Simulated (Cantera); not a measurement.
Input (Python, Cantera) and output of one run.

```python
import numpy as np
import cantera as ct

gas_names = [...]  # 114 gases of nasa_gas.yaml made of C, Fe, H, O
cond_names = """
    C(gr) C6H6(L) C7H8(L) C8H18(L),n-octa Fe(a) Fe(c) Fe(d) Fe(L) FeC5O5(L) FeO(s) FeO(L) Fe(OH)2(s)
    Fe(OH)3(s) Fe2O3(s) Fe3O4(s) H2O(s) H2O(L)
""".split()


# ... load() reads the species with a 1 bar reference pressure and builds the phases ...
atoms = {
    'Fe(CO)5': {'Fe': 1, 'C': 5, 'O': 5},
    'H2': {'H': 2},
}
top_T = {'C(gr)': 4500, 'Fe2O3(s)': 1830, 'Fe3O4(s)': 1870}  # K; cautious upper limits of use, not melting points


# ... equilibrate(T, P, feed) seeds the gas with the atoms and calls Mixture.equilibrate('TP', solver="vcs", rtol=1e-11, max_steps=5000) ...
results = []
feed = {'Fe(CO)5': 1, 'H2': 0.13}  # mol
T = 1375  # K
P = 730  # Pa
mix = equilibrate(T, P, feed)
results.append((T, P, feed, dict(zip(mix.species_names, mix.species_moles))))
x = sorted(zip(gas.X, gas.species_names), reverse=True)
print(f"T = {T:g} K  P = {P:g} Pa  gas = {mix.phase_moles(0):.4g} mol")
print("   x: " + "  ".join(f"{s} {v:.3e}" for v, s in x if v > 0.0001))
print("   condensed (mol): " + ("  ".join(f"{mix.phase(i).name} {mix.phase_moles(i):.4g}"
      for i in range(1, mix.n_phases) if mix.phase_moles(i) > 1e-12) or "none"))
```

Result:

```
T = 1375 K  P = 730 Pa  gas = 5.13 mol
   x: CO 9.746e-01  H2 2.534e-02
   condensed (mol): C(gr) 8.284e-05  Fe(c) 1
```

Cantera equilibrium calculation (NASA polynomials, part measured and part estimated; ideal gas, pure solids and liquids).
